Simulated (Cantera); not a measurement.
An adiabatic, constant-volume homogeneous reactor starts with CO : H2 : CH4 : O2 : N2 : CO2 = 1 : 0.33 : 0.23 : 3.12 : 11.8 : 4.7 (molar parts), equivalence ratio 0.36, at 1773 K and 2.40 bar.

Model: GRI-Mech 3.0 (53 species, 325 reactions), integrated in Cantera.

### Question
Predict: time of steepest temperature rise; temperature at 3.00 s; equilibrium temperature; x(CO) at 3.00 s; x(H2) at 3.00 s; x(OH) at 3.00 s.

### Answer
time of steepest temperature rise: 13.7 µs
temperature at 3.00 s: 2381 K
equilibrium temperature: 2381 K
x(CO) at 3.00 s: 0.00970 (gas-phase equilibrium 0.00970)
x(H2) at 3.00 s: 0.000216 (gas-phase equilibrium 0.000216)
x(OH) at 3.00 s: 0.00363 (gas-phase equilibrium 0.00363)
